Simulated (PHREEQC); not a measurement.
A made-up water analysis in mmol/kgw, 25 °C, pH 3.76, pe 8.9:

| constituent | mmol/kgw |
|---|---|
| Na | 3.83 |
| K | 1.52 |
| Ca | 2.92 |
| Mg | 0.656 |
| Cl | 2.07 |
| S(6) | 5.25 |
| Br | 0.0681 |
| Sr | 0.106 |
| Zn | 0.103 |
| Cd | 0.103 |

Valence states are taken as typed.

All values are PHREEQC results (ion-association model, phreeqc.dat), not measurements.

Precipitation was switched off in this run.

Task: What ionic strength does the model give?

Result: ionic strength 0.0184 mol/kgw.

Task: In which forms is Mg present?

Result: Mg+2 74 %, MgSO4 26 % of the Mg.
